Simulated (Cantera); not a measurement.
A closed system holds: 1 mol SiH4, 0.11 mol C3H8, 790 mol H2, equilibrated at 0.00133 bar.

Cantera equilibrium calculation (NASA polynomials, part measured and part estimated; ideal gas, pure solids and liquids). Candidate condensed phases: C, C6H6, C7H8, C8H18, Si, SiC; 87 gas species. Mutual solubility and eutectic melting of coexisting phases are not modelled. Gases not in the tables: Si2H6 and higher silanes. Rates play no part. All values below are at 1673 K.

Base state: H2 0.997, H 0.00311, Si 0.000313, SiH 1.93e-5, SiH2 1.10e-5 (mole fractions); condensed: Si(s) + SiC(s).

**Question.** What changes in the equilibrium state with this change: SiH4 replaced by (CH3)2SiCl2?

**Answer.** 
```json
[
 {"species": "H2", "before": "0.997", "after": "0.994"},
 {"species": "H", "before": "0.00311", "after": "0.00311"},
 {"species": "HCl", "before": "0", "after": "0.00251"},
 {"species": "Si", "before": "0.000313", "after": "4.19e-6"},
 {"species": "C2H2 (acetylene)", "before": "1.01e-8", "after": "5.67e-5"},
 {"species": "SiH2", "before": "1.10e-5", "after": "1.46e-7"},
 {"species": "SiH", "before": "1.93e-5", "after": "2.58e-7"},
 {"species": "Si(s), mol", "before": "0.393", "after": "0"},
 {"species": "SiC(s), mol", "before": "0.329", "after": "0.996"},
 {"species": "C(graphite), mol", "before": "0", "after": "1.24"}
]
```
The feed counts by its element totals alone.
